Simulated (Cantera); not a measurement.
A jet of 7.93 % CH4, 14.7 % O2, 77.4 % N2, equivalence ratio 1.1 at 300 K and 11000 Pa hits a platinum plate 7.2 cm away at a mass flux of 0.023 kg/m²/s; the plate temperature is set and raised in steps from an oxygen-covered start.

Computed with Cantera and Deutschmann's 1995 Pt surface mechanism with GRI-Mech 3.0 gas chemistry. Catalytic surfaces can have several steady states; this one follows from the mechanism file's or the stated starting coverage.

x: mole fraction at the wall; θ: surface coverage.

```
plate T (K)  wall x CH4  wall x O2  wall x H2O  wall x OH  wall x CO  wall x CO2  θ free Pt     θ O*  θ OH*    θ CO*     θ C*
-----------  ----------  ---------  ----------  ---------  ---------  ----------  ---------  -------  -----  -------  -------
850              0.0488     0.0812      0.0578    1.44e-8    1.37e-5      0.0378      0.151    0.846      ?  3.24e-5  8.27e-8
900             0.00482    0.00236       0.137      <1e-8     0.0271      0.0596      0.616  5.01e-5      ?    0.382  0.00207
950             0.00335    0.00175       0.140      <1e-8     0.0318      0.0558      0.738  3.33e-5      ?    0.259  0.00205
1000            0.00258    0.00143       0.140      <1e-8     0.0336      0.0546      0.841  2.80e-5      ?    0.156  0.00167
1050            0.00222    0.00128       0.139      <1e-8     0.0330      0.0556      0.912  2.87e-5      ?   0.0859  0.00115
```

Task: What belongs in the gaps?

Result: 
- 850, θ OH*: 0.00237
- 900, θ OH*: 4.63e-5
- 950, θ OH*: 3.36e-5
- 1000, θ OH*: 2.73e-5
- 1050, θ OH*: 2.42e-5
